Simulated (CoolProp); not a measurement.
Vapour-liquid equilibrium of cyclohexane (1) + ethylbenzene (2) at 0.192 MPa; x and y are mole fractions of (1).

Values from CoolProp's multi-fluid Helmholtz-energy mixture model, Zhou 2014 and Zhou 2012; pair parameters Bell 2016.

Problem. Give the bubble temperature and the first vapour's composition at x = 0.125, 0.5, 0.65. Is there an azeotrope?

Solution. x = 0.125: 147.5 °C, y = 0.366; x = 0.5: 121.1 °C, y = 0.808; x = 0.65: 114.7 °C, y = 0.882. No azeotrope shows between x = 0.05 and 0.95.

Pair parameters are fitted to limited data, so mixtures are less certain than the pure fluids.
